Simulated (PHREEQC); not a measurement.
# Reverse-osmosis permeate: an equilibrium model

Synthetic water in mg/kgw, 20 °C, pH 6.57, pe 11.4: Na 0.208; K 2.25; Ca 8.41; Mg 2.12; Cl 1.49; S(6) as SO4 2.71; Alkalinity as HCO3 33.9; Li 0.000561; Zn 0.00948; Pb 0.462.

Valence states are taken as typed.

Computed with PHREEQC (ion-association model, phreeqc.dat).

```
Quantity                         Value
--------------------  ----------------
ionic strength        0.000976 mol/kgw
charge-balance error             0.9 %
```

```tsv
species	molality	activity	log γ
HCO3-	0.000552	0.000533	-0.015
CO2	0.000345	0.000345	0.000
Ca+2	0.000208	0.000181	-0.060
Mg+2	8.63e-5	7.53e-5	-0.060
K+	5.75e-5	5.56e-5	-0.015
Cl-	4.20e-5	4.06e-5	-0.015
SO4-2	2.71e-5	2.36e-5	-0.060
Na+	9.04e-6	8.74e-6	-0.015
CaHCO3+	1.17e-6	1.13e-6	-0.015
PbCO3	1.03e-6	1.03e-6	0.000
```

No solid was allowed to form. Complexes and solids missing from the database can't appear.
